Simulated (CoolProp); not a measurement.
Properties of dimethyl carbonate along the isotherm 600 K.

Computed with CoolProp (reference Helmholtz-energy equation of state, Zhou 2011).

```
p (MPa)          phase  density (kg/m³)  cv (kJ/(kg K))  isothermal compressibility (1/MPa)
-------  -------------  ---------------  --------------  ----------------------------------
0.0776             gas            1.407           1.768                               12.94
0.117              gas            2.126           1.769                               8.603
0.177              gas            3.228           1.769                               5.706
0.266              gas            4.875           1.770                               3.816
0.402              gas            7.425           1.771                               2.545
0.606              gas            11.33           1.773                               1.709
0.915              gas            17.42           1.776                               1.154
1.38               gas            27.06           1.780                              0.7896
2.08               gas            42.78           1.788                              0.5527
3.14               gas            70.20           1.803                              0.4050
4.74               gas            125.0           1.836                              0.3339
7.15     supercritical            276.8           1.904                              0.3183
10.8     supercritical            501.9           1.886                             0.06234
16.3     supercritical            605.0           1.867                             0.01981
24.5     supercritical            674.7           1.863                            0.009302
```
